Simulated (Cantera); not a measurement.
Cantera run:

```python
import numpy as np
import cantera as ct

gas_names = """
    C CH CH2 CH3 CH2OH CH3O CH4 CH3OH CN CO CO2 COOH C2 C2H CHCO,ketyl C2H2,acetylene C2H2,vinylidene
    CH2CO,ketene C2H3,vinyl CH3CN CH3CO,acetyl C2H4 C2H4O,ethylen CH3CHO,ethanal CH3COOH (HCOOH)2 C2H5
    C2H6 CH3OCH3 C2H5OH CCN CNC C2N2 C2O C3 C3H3,propargyl C3H4,allene C3H4,propyne C3H4,cyclo-
    C3H5,allyl C3H6,propylene C3H6,cyclo- C3H6O C3H7,n-propyl C3H7,i-propyl C3H8 C3H8O,1propanol
    C3H8O,2propanol C3O2 C4 C4H2 C4H4,1,3-cyclo- C4H6,butadiene C4H6,2-butyne C4H6,cyclo- C4H8,1-butene
    C4H8,cis2-buten C4H8,tr2-butene C4H8,isobutene C4H8,cyclo- (CH3COOH)2 C4H9,n-butyl C4H9,i-butyl
    C4H9,s-butyl C4H9,t-butyl C4H10,isobutane C4H10,n-butane C4N2 C5 C5H6,1,3cyclo- C5H8,cyclo-
    C5H10,1-pentene C5H10,cyclo- C5H11,pentyl C5H11,t-pentyl C5H12,n-pentane C5H12,i-pentane
    CH3C(CH3)2CH3 C6H2 C6H5,phenyl C6H5O,phenoxy C6H6 C6H5OH,phenol C6H10,cyclo- C6H12,1-hexene
    C6H12,cyclo- C6H13,n-hexyl C7H7,benzyl C7H8 C7H8O,cresol C7H14,1-heptene C7H15,n-heptyl
    C7H16,n-heptane C8H8,styrene C8H10,ethylbenz C8H16,1-octene C8H17,n-octyl C8H18,isooctane
    C8H18,n-octane C9H19,n-nonyl C10H8,naphthale C10H21,n-decyl C12H9,o-bipheny C12H10,bipheny Fe FeC5O5
    FeO Fe(OH)2 H HCN HCO HCCN HNC HNCO HNO HNO2 HNO3 HO2 H2 HCHO,formaldehy HCOOH H2O H2O2 N NCO NH NH2
    NH3 NH2OH NO NO2 NO3 N2 N2H2 N2H4 N2O O OH O2 O3
""".split()
cond_names = """
    C(gr) C6H6(L) C7H8(L) C8H18(L),n-octa Fe(a) Fe(c) Fe(d) Fe(L) FeC5O5(L) FeO(s) FeO(L) Fe(OH)2(s)
    Fe(OH)3(s) Fe2O3(s) Fe3O4(s) H2O(s) H2O(L)
""".split()


def load(file, names, dense=False):
    # The tables refer to 1 bar. Condensed volumes are neglected.
    table = {s.name: s for s in ct.Species.list_from_file(file)}
    out = []
    for n in names:
        d = dict(table[n].input_data)
        d["thermo"] = dict(d["thermo"], **{"reference-pressure": 1e5})
        if dense:
            d["equation-of-state"] = {"model": "constant-volume", "density": "1e6 g/cm^3"}
        out.append(ct.Species.from_dict(d))
    return out


gas = ct.Solution(thermo="ideal-gas", species=load("nasa_gas.yaml", gas_names))
cond = {s.name: ct.Solution(thermo="fixed-stoichiometry", species=[s], name=s.name)
        for s in load("nasa_condensed.yaml", cond_names, dense=True)}
atoms = {
    'Fe3O4': {'Fe': 3, 'O': 4},
    'CH4': {'C': 1, 'H': 4},
    'N2': {'N': 2},
}
top_T = {'C(gr)': 4500, 'Fe2O3(s)': 1830, 'Fe3O4(s)': 1870}  # K; cautious upper limits of use, not melting points


def equilibrate(T, P, feed):
    n = {}
    for name, mol in feed.items():
        for a, k in atoms[name].items():
            n[a] = n.get(a, 0.0) + k * mol
    gas.TPX = T, P, n
    mass = sum(n.values()) * gas.mean_molecular_weight
    gas.equilibrate("TP")
    valid = [c for c in cond.values() if c.min_temp <= T <= top_T.get(c.name, c.max_temp)]
    mix = ct.Mixture([(gas, mass / gas.mean_molecular_weight)] + [(c, 0.0) for c in valid])
    mix.T, mix.P = T, P
    mix.equilibrate("TP", solver="vcs", rtol=1e-11, max_steps=5000)
    return mix


results = []
T = 1073  # K
P = 560000  # Pa
for m in [0.46, 0.65, 0.92, 1.3, 1.8, 2.6, 3.6, 5.1, 7.3, 10]:
    feed = {'Fe3O4': 1, 'CH4': 1.8, 'N2': m}  # mol
    mix = equilibrate(T, P, feed)
    results.append((T, P, feed, dict(zip(mix.species_names, mix.species_moles))))
    x = sorted(zip(gas.X, gas.species_names), reverse=True)
    print(f"T = {T:g} K  P = {P:g} Pa  n(N2) = {m:g} mol  gas = {mix.phase_moles(0):.4g} mol")
    print("   x: " + "  ".join(f"{s} {v:.3e}" for v, s in x if v > 1e-06))
    print("   condensed (mol): " + ("  ".join(f"{mix.phase(i).name} {mix.phase_moles(i):.4g}"
          for i in range(1, mix.n_phases) if mix.phase_moles(i) > 1e-12) or "none"))
```

Output:

```
T = 1073 K  P = 560000 Pa  n(N2) = 0.46 mol  gas = 5.355 mol
   x: H2 4.766e-01  CO 2.350e-01  H2O 1.013e-01  N2 8.580e-02  CO2 5.410e-02  CH4 4.704e-02  NH3 1.998e-04  HCN 2.509e-06  C2H6 1.492e-06
   condensed (mol): Fe(a) 1.38  FeO(s) 1.62
T = 1073 K  P = 560000 Pa  n(N2) = 0.65 mol  gas = 5.571 mol
   x: H2 4.620e-01  CO 2.278e-01  N2 1.166e-01  H2O 9.819e-02  CO2 5.244e-02  CH4 4.284e-02  NH3 2.222e-04  HCN 2.791e-06  C2H6 1.277e-06
   condensed (mol): Fe(a) 1.4  FeO(s) 1.6
T = 1073 K  P = 560000 Pa  n(N2) = 0.92 mol  gas = 5.875 mol
   x: H2 4.428e-01  CO 2.184e-01  N2 1.565e-01  H2O 9.412e-02  CO2 5.027e-02  CH4 3.773e-02  NH3 2.416e-04  HCN 3.035e-06  C2H6 1.034e-06
   condensed (mol): Fe(a) 1.427  FeO(s) 1.573
T = 1073 K  P = 560000 Pa  n(N2) = 1.3 mol  gas = 6.297 mol
   x: H2 4.186e-01  CO 2.064e-01  N2 2.063e-01  H2O 8.897e-02  CO2 4.753e-02  CH4 3.188e-02  NH3 2.550e-04  HCN 3.204e-06
   condensed (mol): Fe(a) 1.459  FeO(s) 1.541
T = 1073 K  P = 560000 Pa  n(N2) = 1.8 mol  gas = 6.843 mol
   x: H2 3.907e-01  N2 2.629e-01  CO 1.927e-01  H2O 8.306e-02  CO2 4.437e-02  CH4 2.593e-02  NH3 2.597e-04  HCN 3.262e-06
   condensed (mol): Fe(a) 1.494  FeO(s) 1.506
T = 1073 K  P = 560000 Pa  n(N2) = 2.6 mol  gas = 7.702 mol
   x: H2 3.535e-01  N2 3.374e-01  CO 1.744e-01  H2O 7.513e-02  CO2 4.014e-02  CH4 1.920e-02  NH3 2.531e-04  HCN 3.180e-06
   condensed (mol): Fe(a) 1.54  FeO(s) 1.46
T = 1073 K  P = 560000 Pa  n(N2) = 3.6 mol  gas = 8.757 mol
   x: N2 4.110e-01  H2 3.161e-01  CO 1.559e-01  H2O 6.718e-02  CO2 3.589e-02  CH4 1.373e-02  NH3 2.362e-04  HCN 2.968e-06
   condensed (mol): Fe(a) 1.582  FeO(s) 1.418
T = 1073 K  P = 560000 Pa  n(N2) = 5.1 mol  gas = 10.32 mol
   x: N2 4.943e-01  H2 2.730e-01  CO 1.347e-01  H2O 5.802e-02  CO2 3.100e-02  CH4 8.843e-03  NH3 2.079e-04  HCN 2.612e-06
   condensed (mol): Fe(a) 1.627  FeO(s) 1.373
T = 1073 K  P = 560000 Pa  n(N2) = 7.3 mol  gas = 12.57 mol
   x: N2 5.807e-01  H2 2.275e-01  CO 1.122e-01  H2O 4.837e-02  CO2 2.584e-02  CH4 5.122e-03  NH3 1.715e-04  HCN 2.155e-06
   condensed (mol): Fe(a) 1.668  FeO(s) 1.332
T = 1073 K  P = 560000 Pa  n(N2) = 10 mol  gas = 15.31 mol
   x: N2 6.532e-01  H2 1.889e-01  CO 9.320e-02  H2O 4.016e-02  CO2 2.146e-02  CH4 2.932e-03  NH3 1.376e-04  HCN 1.729e-06
   condensed (mol): Fe(a) 1.698  FeO(s) 1.302
```

These are equilibrium values from Cantera (NASA tables, ideal gas, pure condensed phases), not measurements of a reactor. Mutual solubility and eutectic melting of coexisting phases are not modelled. The tables' stoichiometric FeO is somewhat more stable than real wüstite, so its field is too wide. FeO: taken at fixed stoichiometry.
